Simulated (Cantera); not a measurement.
Feed: 1 mol Cu2O, 30 mol H2, 1 mol N2, held at 973.15 K and 1000 Pa.

Cantera equilibrium calculation (NASA polynomials, part measured and part estimated; ideal gas, pure solids and liquids). Candidate condensed phases: Cu, CuO, Cu(OH)2, Cu2O, H2O; 27 gas species. Equilibrium is a limit: real reactors are often held back by kinetics, nucleation or transport.

Base state: H2 0.935, H2O 0.0323, N2 0.0323 (mole fractions); condensed: Cu(s).

Task: What changes in the equilibrium state with this change: temperature from 973.15 K to 1950 K?

Result: 
```
species      before    after
----------  -------  -------
H2            0.935    0.869
Cu            <1e-9   0.0602
N2           0.0323   0.0301
H           1.05e-8   0.0107
H2O          0.0323   0.0301
Cu2           <1e-9  4.70e-5
OH            <1e-9  3.36e-5
Cu(s), mol     2.00        0
```
